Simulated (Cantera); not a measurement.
A closed system holds: 1 mol B2O3, 1.5 mol F2, held at 1025 K and 0.0780 bar.

Equilibrium computed with Cantera from the NASA thermochemical tables; the gas is ideal and each condensed phase is pure. Candidate condensed phases: B, B2O3; 21 gas species. The numbers say what is thermodynamically allowed, not how fast it happens.

Base state: BF3 0.515, O2 0.428, B3O3F3 0.0563, BOF 0.000369 (mole fractions); condensed: B2O3(l).

**Question.** What changes in the equilibrium state with this change: F2 from 1.5 to 18 mol?

**Answer.** 
```tsv
species	before	after
F2	<1e-9	0.519
F	<1e-9	0.322
BF3	0.515	0.0907
O2	0.428	0.0680
B3O3F3	0.0563	<1e-9
BOF	0.000369	<1e-9
FO2	<1e-9	1.11e-5
B2O3(l), mol	0.401	0
```

**Question.** What changes in the equilibrium state with this change: B2O3 replaced by CaO?

**Answer.** 
| species | before | after |
|---|---|---|
| O2 | 0.428 | 0.437 |
| F2 | <1e-9 | 0.312 |
| F | <1e-9 | 0.250 |
| BF3 | 0.515 | 0 |
| B3O3F3 | 0.0563 | 0 |
| BOF | 0.000369 | 0 |
| FO2 | <1e-9 | 5.53e-5 |
| B2O3(l), mol | 0.401 | 0 |
| CaF2(s), mol | 0 | 1.00 |
Further candidate phases: Ca, CaF2, CaO.
